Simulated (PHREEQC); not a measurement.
Make-up at 25 °C: 0.51 mol MgSO4, 0.07 mol Na2SO4 and 0.36 mol KBr per kg of water. Closed to the air; pH follows from the charge balance.

Model: Pitzer model, pitzer.dat, run in PHREEQC.

The ionic strength comes out as 2.61 mol/kgw. The activity of water is 0.975 and the density is 1.093 g/cm³. The osmotic coefficient comes out as 0.708.

```tsv
species	molality	activity	log γ
SO4-2	0.580	0.0205	-1.452
Mg+2	0.510	0.0736	-0.841
Br-	0.360	0.223	-0.208
K+	0.360	0.197	-0.262
Na+	0.140	0.0881	-0.201
MgOH+	1.05e-6	4.55e-7	-0.362
HSO4-	8.07e-7	4.77e-7	-0.228
H+	3.77e-7	2.45e-7	-0.187
OH-	1.37e-7	4.03e-8	-0.530
```

Precipitation was switched off in this run.
